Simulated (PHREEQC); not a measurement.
A solution holds 0.0026 mol Na2CO3 and 0.0021 mol MgSO4 per kg of water, at 60 °C. Closed to the air; pH follows from the charge balance.

The numbers come from PHREEQC with the Pitzer model, pitzer.dat.

```csv
quantity,before,after
pH,9.92,8.42
ionic strength (mol/kgw),0.0124,0.000136
Mg+2 (mol/kgw),0.00133,2.09e-5
MgOH+ (mol/kgw),0.000167,1.24e-7
SI of Hexahydrite (MgSO4:6H2O),-4.38,-7.74
SI of Epsomite (MgSO4:7H2O),-4.40,-7.76
```

Name the change that produced these shifts.
A. Na2CO3 from 0.0026 to 0.026 mol/kgw
B. diluted 2-fold with water
C. diluted 100-fold with water
D. Na2CO3 from 0.0026 to 0.00286 mol/kgw
E. Na2CO3 left out

C, diluted 100-fold with water

Precipitation was switched off in this run. Some of these states are supersaturated (in Magnesite (slow to form), for instance). Away from 25 °C the constants follow the database's enthalpies or fits; those with neither stay at their 25 °C values.
